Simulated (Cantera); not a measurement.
A perfectly stirred reactor is fed with 26.2 % H2, 8.18 % O2, 65.6 % N2, at 3300 Torr; it is adiabatic with a 450 K inlet, and is followed from long to short residence time, starting on the burning branch (τ in s: 0.15, 0.052, 0.018, 0.0065, 0.0023, 0.00082, 0.00029, 0.0001, 3.6e-05, 1.3e-05, 4.5e-06).

Detailed kinetics in Cantera: the H2/O2 subset of GRI-Mech 3.0, which has no nitrogen chemistry. The hydrogen kinetics of GRI-Mech 3.0 are dated; newer H2 mechanisms differ, most at raised pressure.

Task: Predict: blow-out, bracketed by the residence times tried; x(H2) at τ = 0.150 s; x(O2) at τ = 0.150 s; x(O) at τ = 0.150 s; x(OH) at τ = 0.150 s; x(HO2) at τ = 0.150 s; x(H2) at τ = 0.820 ms; x(O2) at τ = 0.820 ms; x(O) at τ = 0.820 ms; x(OH) at τ = 0.820 ms; x(HO2) at τ = 0.820 ms.

Result: 
```json
{
  "blow_out_bracketed_by_the_residence_times_tried": "burning at 13.0 µs, out at 4.50 µs",
  "x(H2) at τ = 0.150 s": "0.107",
  "x(O2) at τ = 0.150 s": "3.01e-5",
  "x(O) at τ = 0.150 s": "1.82e-7",
  "x(OH) at τ = 0.150 s": "4.09e-5",
  "x(HO2) at τ = 0.150 s": "6.02e-8",
  "x(H2) at τ = 0.820 ms": "0.105",
  "x(O2) at τ = 0.820 ms": "0.000493",
  "x(O) at τ = 0.820 ms": "2.80e-5",
  "x(OH) at τ = 0.820 ms": "0.000459",
  "x(HO2) at τ = 0.820 ms": "1.36e-6"
}
```
